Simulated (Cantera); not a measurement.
Input: 1 mol Si, a varied amount of O2, 9.1 mol N2, held at 2273 K and 85.0 mbar.

Method: chemical equilibrium by Gibbs-energy minimisation in Cantera with the NASA 1993 tables (ideal gas, pure condensed phases). Candidate condensed phases: Si, SiO2, Si2N2O, Si3N4; 16 gas species. The tables' values for SiN, SiO2 are old estimates; treat these amounts as uncertain. The tables hold silica as quartz up to 1696 K and as liquid above; real silica turns to tridymite and cristobalite and melts near 1996 K. Equilibrium is a limit: real reactors are often held back by kinetics, nucleation or transport.

x: gas mole fraction; n: condensed amount in mol.

| n(O2) (mol) | x N2 | x O2 | x SiO | x NO | x Si | x O | x Si2N | n Si(l) | n SiO2(l) |
|---|---|---|---|---|---|---|---|---|---|
| 0.15 | 0.959 | <1e-12 | 0.0316 | 2.17e-10 | 0.00860 | … | 0.000377 | 0.604 | 0 |
| 0.38 | 0.914 | <1e-12 | 0.0764 | 5.12e-10 | 0.00860 | … | 0.000368 | 0.140 | 0 |
| 0.62 | 0.922 | 7.62e-6 | 0.0772 | 9.66e-5 | 4.63e-8 | … | <1e-12 | 0 | 0.237 |
| 0.85 | 0.967 | 4.35e-5 | 0.0323 | 0.000236 | 8.11e-9 | … | <1e-12 | 0 | 0.694 |
| 1.1 | 0.983 | 0.00946 | 0.00219 | 0.00351 | 3.73e-11 | … | <1e-12 | 0 | 0.978 |
| 1.3 | 0.962 | 0.0282 | 0.00127 | 0.00600 | 1.25e-11 | … | <1e-12 | 0 | 0.986 |
| 1.6 | 0.931 | 0.0562 | 0.000899 | 0.00834 | 6.28e-12 | … | <1e-12 | 0 | 0.989 |
| 1.8 | 0.911 | 0.0742 | 0.000782 | 0.00948 | 4.76e-12 | … | <1e-12 | 0 | 0.990 |
| 2 | 0.893 | 0.0916 | 0.000704 | 0.0104 | 3.85e-12 | … | <1e-12 | 0 | 0.991 |

Problem. Fill in the missing entries.

Solution. 
- 0.15, x O: 8.85e-11
- 0.38, x O: 2.14e-10
- 0.62, x O: 4.01e-5
- 0.85, x O: 9.59e-5
- 1.1, x O: 0.00141
- 1.3, x O: 0.00244
- 1.6, x O: 0.00345
- 1.8, x O: 0.00396
- 2, x O: 0.00440
